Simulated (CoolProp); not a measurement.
Properties of CH3F (R41) along the isotherm 69.05 °C.

The numbers come from the reference Helmholtz-energy equation of state, Lemmon 2006 in CoolProp. It is a short technical equation, of lower accuracy than the large ones.

```tsv
p (MPa)	phase	density (kg/m³)	cv (kJ/(kg K))	Joule-Thomson coefficient (K/MPa)	expansivity (1/kK)	fugacity coefficient
0.028	gas	0.3354	0.9358	12.17	2.936	0.9985
0.0411	gas	0.4927	0.9362	12.17	2.943	0.9979
0.0604	gas	0.7248	0.9369	12.17	2.953	0.9969
0.0886	gas	1.065	0.9379	12.16	2.967	0.9954
0.13	gas	1.566	0.9394	12.15	2.989	0.9933
0.191	gas	2.308	0.9416	12.14	3.020	0.9901
0.28	gas	3.399	0.9448	12.12	3.068	0.9855
0.411	gas	5.024	0.9496	12.10	3.139	0.9788
0.604	gas	7.462	0.9567	12.05	3.248	0.9689
0.886	gas	11.12	0.9673	11.99	3.417	0.9546
1.3	gas	16.71	0.9834	11.90	3.689	0.9338
1.91	gas	25.48	1.008	11.74	4.149	0.9037
2.8	gas	39.64	1.047	11.49	4.985	0.8607
4.11	gas	64.37	1.112	11.03	6.771	0.7994
6.04	supercritical	115.2	1.229	9.976	12.09	0.7127
8.86	supercritical	276.6	1.398	6.141	36.46	0.5918
```
